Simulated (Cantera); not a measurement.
Cantera run, input and output.

```python
import numpy as np
import cantera as ct

gas = ct.Solution("gri30.yaml")
gas.TPX = 300, 690000, {'CH4': 1, 'O2': 1.82, 'N2': 8.36}
flame = ct.FreeFlame(gas, width=0.01)
flame.set_refine_criteria(ratio=3, slope=0.08, curve=0.16)
flame.transport_model = "mixture-averaged"
flame.solve(loglevel=0, auto=True)
z, T = flame.grid, flame.T
thick = (T[-1] - T[0]) / np.gradient(T, z).max()
show = ['CH4', 'O2', 'OH', 'CO', 'C2H', 'C2H2']
print(f"laminar burning velocity  {flame.velocity[0] * 100:.3f} cm/s")
print(f"burnt temperature         {T[-1]:.1f} K")
print(f"thermal thickness         {thick * 1e3:.4f} mm")
print(f"grid points               {len(z)}")
z0 = z[flame.heat_release_rate.argmax()]
print(f"{'z/mm':>9s}{'T/K':>9s}{'u/(m/s)':>9s}" + "".join(f"{s:>11s}" for s in show))
rows = []
for k in (-3, -2, -1.5, -1, -0.5, -0.25, 0, 0.25, 0.5, 1, 2, 4, 8):
    zz = z0 + k * thick
    rows.append([k * thick, np.interp(zz, z, T), np.interp(zz, z, flame.velocity),
                 *(np.interp(zz, z, flame.X[gas.species_index(s)]) for s in show)])
    print(f"{rows[-1][0] * 1e3:9.3f}{rows[-1][1]:9.1f}{rows[-1][2]:9.3f}" + "".join(f"{x:11.3e}" for x in rows[-1][3:]))
```

Result:

```
laminar burning velocity  7.924 cm/s
burnt temperature         2019.7 K
thermal thickness         0.2357 mm
grid points               131
     z/mm      T/K  u/(m/s)        CH4         O2         OH         CO        C2H       C2H2
   -0.707    300.7    0.079  8.932e-02  1.626e-01  1.268e-13  7.373e-06  8.399e-32  1.656e-08
   -0.471    307.3    0.081  8.878e-02  1.620e-01  1.470e-11  8.881e-05  5.362e-28  2.829e-07
   -0.354    337.6    0.090  8.686e-02  1.598e-01  2.424e-10  5.125e-04  7.455e-25  2.190e-06
   -0.236    508.8    0.136  7.718e-02  1.471e-01  4.799e-09  3.324e-03  2.935e-19  1.991e-05
   -0.118   1047.4    0.283  4.670e-02  9.933e-02  7.564e-07  1.454e-02  2.250e-12  1.152e-04
   -0.059   1455.2    0.394  2.257e-02  5.810e-02  1.977e-05  2.449e-02  1.284e-09  2.268e-04
    0.000   1827.0    0.495  2.982e-03  1.738e-02  5.218e-04  3.103e-02  1.373e-07  3.143e-04
    0.059   1948.5    0.525  4.968e-05  3.178e-03  1.614e-03  2.502e-02  3.097e-08  1.844e-05
    0.118   1979.9    0.532  9.313e-07  1.020e-03  1.430e-03  2.181e-02  9.458e-10  6.008e-07
    0.236   2002.2    0.538  4.248e-09  2.919e-04  8.758e-04  2.069e-02  6.696e-12  6.671e-09
    0.471   2013.8    0.541  4.293e-11  6.872e-05  4.332e-04  2.052e-02  5.569e-14  1.092e-10
    0.943   2018.2    0.542  2.019e-12  1.504e-05  2.075e-04  2.049e-02  1.106e-15  4.348e-12
    1.886   2019.5    0.542  3.953e-13  5.021e-06  1.299e-04  2.049e-02  3.669e-17  2.414e-13
```

Computed with Cantera and GRI-Mech 3.0 (53 species, 325 reactions). Burning velocities carry a grid error of a few per cent, more on coarse grids.
